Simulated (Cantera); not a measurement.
An isothermal, constant-pressure homogeneous reactor starts with CH4 : H2 : H = 0.003 : 1 : 0.0032 (molar parts), at 1350 K and 10.5 Torr. Integrator tolerance rtol = 1e-08.

Detailed kinetics in Cantera: GRI-Mech 3.0 (53 species, 325 reactions). GRI-Mech 3.0 stops at C3 and has no aromatics, soot or wall deposition, so with more carbon than oxygen in the feed, carbon stays in small species such as C2H2 where larger ones or solid carbon would form. Radical loss at walls, strong at low pressure, is not modelled.

Question: What does this change do: temperature 1350 to 2775 K?

Answer: 
```tsv
quantity	before	after
x(CH4) at 1.00 s	0.00285 (gas-phase equilibrium 0.00175)	1.02e-7 (gas-phase equilibrium 9.87e-8)
x(H2) at 1.00 s	0.997 (gas-phase equilibrium 0.998)	0.537 (gas-phase equilibrium 0.533)
x(H) at 1.00 s	0.000215 (gas-phase equilibrium 2.03e-5)	0.462 (gas-phase equilibrium 0.466)
x(C2H) at 1.00 s	8.84e-12 (gas-phase equilibrium 8.17e-12)	0.000103 (gas-phase equilibrium 0.000104)
x(CH2) at 1.00 s	1.73e-9 (gas-phase equilibrium 9.55e-12)	2.19e-6 (gas-phase equilibrium 2.19e-6)
x(CH3) at 1.00 s	1.22e-5 (gas-phase equilibrium 7.06e-7)	1.46e-6 (gas-phase equilibrium 1.44e-6)
```

Question: What does this change do: temperature 1350 to 2875 K?

Answer: 
| quantity | before | after |
|---|---|---|
| x(CH4) at 1.00 s | 0.00285 (gas-phase equilibrium 0.00175) | 4.64e-8 (gas-phase equilibrium 4.56e-8) |
| x(H2) at 1.00 s | 0.997 (gas-phase equilibrium 0.998) | 0.419 (gas-phase equilibrium 0.417) |
| x(H) at 1.00 s | 0.000215 (gas-phase equilibrium 2.03e-5) | 0.580 (gas-phase equilibrium 0.582) |
| x(C2H) at 1.00 s | 8.84e-12 (gas-phase equilibrium 8.17e-12) | 0.000155 (gas-phase equilibrium 0.000155) |
| x(CH2) at 1.00 s | 1.73e-9 (gas-phase equilibrium 9.55e-12) | 2.58e-6 (gas-phase equilibrium 2.58e-6) |
| x(CH3) at 1.00 s | 1.22e-5 (gas-phase equilibrium 7.06e-7) | 1.05e-6 (gas-phase equilibrium 1.04e-6) |
